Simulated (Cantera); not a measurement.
Input: 1 mol SiH2Cl2, 0.056 mol C2H4, 30 mol H2, held at 1098 K and 750 Torr.

These are equilibrium values from Cantera (NASA tables, ideal gas, pure condensed phases), not measurements of a reactor. Candidate condensed phases: C, C6H6, C7H8, C8H18, Si, SiC; 109 gas species. Mutual solubility and eutectic melting of coexisting phases are not modelled. The tables' values for SiCl3 are old estimates; treat these amounts as uncertain. Rates play no part.

Base state: H2 0.972, HCl 0.0128, SiHCl3 0.00707, SiCl4 0.00637, SiH2Cl2 0.000938, SiCl3 0.000392, SiCl2 0.000339, SiH3Cl 3.30e-5 (mole fractions); condensed: Si(s) + SiC(s).

Task: What changes in the equilibrium state with this change: pressure from 750 Torr to 1.00 Torr?

Result: 
| species | before | after |
|---|---|---|
| H2 | 0.972 | 0.948 |
| HCl | 0.0128 | 0.0450 |
| SiCl2 | 0.000339 | 0.00433 |
| SiHCl3 | 0.00707 | 0.000424 |
| CH4 | 2.95e-5 | 3.74e-8 |
| SiH3Cl | 3.30e-5 | 1.51e-7 |
| SiH2Cl2 | 0.000938 | 1.56e-5 |
| SiCl4 | 0.00637 | 0.00138 |
| SiCl3 | 0.000392 | 0.000652 |
| Si(s), mol | 0.410 | 0.670 |
| SiC(s), mol | 0.111 | 0.112 |
